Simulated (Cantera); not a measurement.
A closed system holds: 1 mol Ta2O5, a varied amount of H2, at 1600 K and 29.3 Torr.

Cantera equilibrium calculation (NASA polynomials, part measured and part estimated; ideal gas, pure solids and liquids). Candidate condensed phases: H2O, Ta, Ta2O5; 12 gas species. Kinetics and transport are ignored.

Task: At 1.8 mol H2, list the 3 most abundant gas species with their mole fractions, and the condensed phases.

Result: H2 1.000, H 0.000275, H2O 0.000199. Condensed: Ta2O5(s).
